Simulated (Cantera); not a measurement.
A perfectly stirred reactor is fed with CH4 : CO2 : H2 = 1 : 0.47 : 0.18 (molar parts), at 10.0 bar; it is held at 1873 K, and followed from long to short residence time.

Model: GRI-Mech 3.0 (53 species, 325 reactions), integrated in Cantera. GRI-Mech 3.0 stops at C3 and has no aromatics, soot or wall deposition, so with more carbon than oxygen in the feed, carbon stays in small species such as C2H2 where larger ones or solid carbon would form.

Problem. What does this change do: pressure from 10.0 bar to 1.40 bar?

Solution. 
| quantity | before | after |
|---|---|---|
| x(CH4) at τ = 0.380 s | 0.0411 | 0.0180 |
| x(CO2) at τ = 0.380 s | 0.00223 | 0.00407 |
| x(H2) at τ = 0.380 s | 0.562 | 0.572 |
| x(CH2O) at τ = 0.380 s | 7.94e-7 | 2.27e-7 |
| x(C2H6) at τ = 0.380 s | 3.13e-5 | 4.12e-6 |
| x(CH4) at τ = 7.80 ms | 0.0841 | 0.0987 |
| x(CO2) at τ = 7.80 ms | 0.0284 | 0.0519 |
| x(H2) at τ = 7.80 ms | 0.438 | 0.426 |
| x(CH2O) at τ = 7.80 ms | 2.67e-6 | 5.47e-6 |
| x(C2H6) at τ = 7.80 ms | 0.000113 | 0.000126 |

Problem. What does this change do: CH4 1 to 0.23 parts?

Solution. 
| quantity | before | after |
|---|---|---|
| x(CH4) at τ = 0.380 s | 0.0411 | 0.00770 |
| x(CO2) at τ = 0.380 s | 0.00223 | 0.0525 |
| x(H2) at τ = 0.380 s | 0.562 | 0.322 |
| x(CH2O) at τ = 0.380 s | 7.94e-7 | 1.13e-6 |
| x(C2H6) at τ = 0.380 s | 3.13e-5 | 1.47e-6 |
| x(CH4) at τ = 7.80 ms | 0.0841 | 0.0392 |
| x(CO2) at τ = 7.80 ms | 0.0284 | 0.131 |
| x(H2) at τ = 7.80 ms | 0.438 | 0.211 |
| x(CH2O) at τ = 7.80 ms | 2.67e-6 | 8.60e-6 |
| x(C2H6) at τ = 7.80 ms | 0.000113 | 4.96e-5 |
